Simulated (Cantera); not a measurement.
A freely propagating, adiabatic, planar premixed flame of 9.91 % CH4, 18.0 % O2, 72.1 % N2, equivalence ratio 1.1, unburnt at 675 K and 120000 Pa; mixture-averaged transport, grid criteria slope 0.08 and curve 0.16, no radiation.

Detailed kinetics in Cantera: GRI-Mech 3.0 (53 species, 325 reactions). Burning velocities carry a grid error of a few per cent, more on coarse grids.

Task: Predict: laminar burning velocity; thermal thickness; peak x(O); peak x(CO); peak x(HCO).

Result: 
- laminar burning velocity = 145 cm/s
- thermal thickness = 0.281 mm
- peak x(O) = 0.00353
- peak x(CO) = 0.0584
- peak x(HCO) = 7.08e-5
